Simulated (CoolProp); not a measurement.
Vapour-liquid equilibrium of R125 (1) + isobutane (2) at -33.95 °C; x and y are mole fractions of (1).

Values from CoolProp's multi-fluid Helmholtz-energy mixture model, Lemmon 2005 and Bücker 2006; pair parameters Bell 2016.

```csv
x,"bubble pressure, mixture model (MPa)","bubble pressure, Raoult's law (MPa)","y, mixture model","y, Raoult's law"
0.05,0.07374,0.04644,0.491,0.208
0.125,0.1143,0.05804,0.688,0.416
0.2,0.1427,0.06964,0.762,0.555
0.275,0.1615,0.08124,0.798,0.655
0.35,0.1733,0.09284,0.819,0.729
0.425,0.1804,0.1044,0.831,0.787
0.5,0.1846,0.1160,0.839,0.833
0.575,0.1873,0.1276,0.845,0.871
0.65,0.1893,0.1392,0.850,0.903
0.725,0.1914,0.1508,0.858,0.929
0.8,0.1937,0.1624,0.871,0.952
0.875,0.1958,0.1740,0.896,0.972
0.95,0.1961,0.1856,0.943,0.990
```

The largest gap from Raoult's law is +104.9 % in bubble pressure, at x = 0.2. y crosses x between x = 0.875 and 0.95: the model has an azeotrope there.

Pair parameters are fitted to limited data, so mixtures are less certain than the pure fluids. With so large a gap from Raoult's law the liquid may split in two, which this calculation doesn't test in full.
